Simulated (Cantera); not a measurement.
Si + F₂ + N₂ + HF (silicon etching in halogen gases)

Charge: 1 mol Si, a varied amount of F₂, 0.18 mol N₂, 1.6 mol HF, at 948.15 K and 0.100 bar.

Cantera equilibrium calculation (NASA polynomials, part measured and part estimated; ideal gas, pure solids and liquids). Candidate condensed phases: Si, Si₃N₄; 37 gas species. N₂ is the only nitrogen source here; it is nearly inert below about 1500 K, so the nitride shown seldom forms there in practice. Equilibrium is a limit: real reactors are often held back by kinetics, nucleation or transport.

```json
[
 {"n(F₂) (mol)": "0.78", "x F₂": "<1e-12", "x HF": "0.000328", "x H₂": "0.490", "x SiF₄": "0.484", "x F": "<1e-12", "x N₂": "0.0246", "n Si₃N₄(s)": "0.0700"},
 {"n(F₂) (mol)": "1.5", "x F₂": "<1e-12", "x HF": "0.263", "x H₂": "0.219", "x SiF₄": "0.439", "x F": "<1e-12", "x N₂": "0.0789", "n Si₃N₄(s)": "0"},
 {"n(F₂) (mol)": "2.2", "x F₂": "0.0461", "x HF": "0.527", "x H₂": "<1e-12", "x SiF₄": "0.329", "x F": "0.0388", "x N₂": "0.0591", "n Si₃N₄(s)": "0"},
 {"n(F₂) (mol)": "2.9", "x F₂": "0.193", "x HF": "0.418", "x H₂": "<1e-12", "x SiF₄": "0.261", "x F": "0.0793", "x N₂": "0.0462", "n Si₃N₄(s)": "0"},
 {"n(F₂) (mol)": "3.6", "x F₂": "0.295", "x HF": "0.348", "x H₂": "<1e-12", "x SiF₄": "0.218", "x F": "0.0981", "x N₂": "0.0377", "n Si₃N₄(s)": "0"},
 {"n(F₂) (mol)": "4.3", "x F₂": "0.369", "x HF": "0.299", "x H₂": "<1e-12", "x SiF₄": "0.187", "x F": "0.110", "x N₂": "0.0317", "n Si₃N₄(s)": "0"},
 {"n(F₂) (mol)": "5.1", "x F₂": "0.432", "x HF": "0.257", "x H₂": "<1e-12", "x SiF₄": "0.161", "x F": "0.119", "x N₂": "0.0267", "n Si₃N₄(s)": "0"},
 {"n(F₂) (mol)": "5.8", "x F₂": "0.475", "x HF": "0.229", "x H₂": "<1e-12", "x SiF₄": "0.143", "x F": "0.124", "x N₂": "0.0234", "n Si₃N₄(s)": "0"},
 {"n(F₂) (mol)": "6.5", "x F₂": "0.509", "x HF": "0.207", "x H₂": "<1e-12", "x SiF₄": "0.129", "x F": "0.129", "x N₂": "0.0208", "n Si₃N₄(s)": "0"},
 {"n(F₂) (mol)": "7.2", "x F₂": "0.538", "x HF": "0.188", "x H₂": "<1e-12", "x SiF₄": "0.118", "x F": "0.132", "x N₂": "0.0186", "n Si₃N₄(s)": "0"},
 {"n(F₂) (mol)": "7.9", "x F₂": "0.562", "x HF": "0.173", "x H₂": "<1e-12", "x SiF₄": "0.108", "x F": "0.135", "x N₂": "0.0168", "n Si₃N₄(s)": "0"}
]
```
x: gas mole fraction; n: condensed amount in mol.

At 0.78 mol F₂ the condensed part is Si₃N₄(s). From 1.5 mol F₂ to 7.9 mol F₂ nothing is condensed. The main Si-bearing gas is SiF₄ throughout.
